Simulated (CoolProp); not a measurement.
100 sccm (0 °C, 1 atm) of nitrogen bubbles through liquid 1,2-dichloroethane at 332 K and leaves saturated at a total pressure of 0.15 MPa (ideal gas phase). Each further row changes one setting.

Model: reference Helmholtz-energy equation of state, Thol 2015, in CoolProp.

```
case                    vapour pressure (kPa)  mole fraction of vapour  delivery (mg/min)  delivery (sccm)  change of delivery for a bath 1 K warmer (%)
----------------------  ---------------------  -----------------------  -----------------  ---------------  --------------------------------------------
as stated                                43.7                    0.291                182             41.1                                           5.4
bath temperature 337 K                   52.4                    0.350                237             53.8                                           5.7
total pressure 0.3 MPa                   43.7                    0.146               75.3             17.1                                           4.4
```
